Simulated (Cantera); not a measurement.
Ignition delay

Mixture: H₂ : O₂ : N₂ = 1 : 0.685 : 2.58 (molar parts), equivalence ratio 0.73, at 5.00 bar, adiabatic and at constant pressure. Ignition delay is the time to a rise of 400 K.

Cantera simulation using the H2/O2 subset of GRI-Mech 3.0, which has no nitrogen chemistry; the numbers are that mechanism's predictions, not measurements. The hydrogen kinetics of GRI-Mech 3.0 are dated; newer H2 mechanisms differ, most at raised pressure. Where the delays flatten at high temperature, the 400 K rule measures the pace of heat release, not the induction time.

```csv
T0 (K),delay (ms)
1250,0.00961
1325,0.00591
1400,0.00417
1475,0.00318
1550,0.00257
1625,0.00216
1700,0.00190
1775,0.00173
1850,0.00162
1925,0.00157
```
